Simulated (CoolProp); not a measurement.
R245fa along the isotherm 166.85 °C: fugacity coefficient from the reference equation and from simpler models built on Tc = 153.9 °C, pc = 36.51 bar, ω = 0.378; each cubic takes its own stable root.

The numbers come from the reference Helmholtz-energy equation of state, Akasaka 2015 in CoolProp.

| p (bar) | phase | reference | Redlich-Kwong | Soave-Redlich-Kwong | Peng-Robinson |
|---|---|---|---|---|---|
| 1.15 | gas | 0.9907 | 0.9902 | 0.9904 | 0.9892 |
| 2.37 | gas | 0.9808 | 0.9798 | 0.9802 | 0.9779 |
| 4.87 | gas | 0.9606 | 0.9587 | 0.9595 | 0.9548 |
| 10 | gas | 0.9196 | 0.9158 | 0.9176 | 0.9084 |
| 20.5 | gas | 0.8364 | 0.8299 | 0.8336 | 0.8170 |
| 42.2 | supercritical | 0.6597 | 0.6496 | 0.6603 | 0.6355 |
| 86.6 | supercritical | 0.4003 | 0.4058 | 0.4187 | 0.3942 |
| 178 | supercritical | 0.2755 | 0.2903 | 0.3011 | 0.2728 |
| 365 | supercritical | 0.2526 | 0.2770 | 0.2887 | 0.2445 |
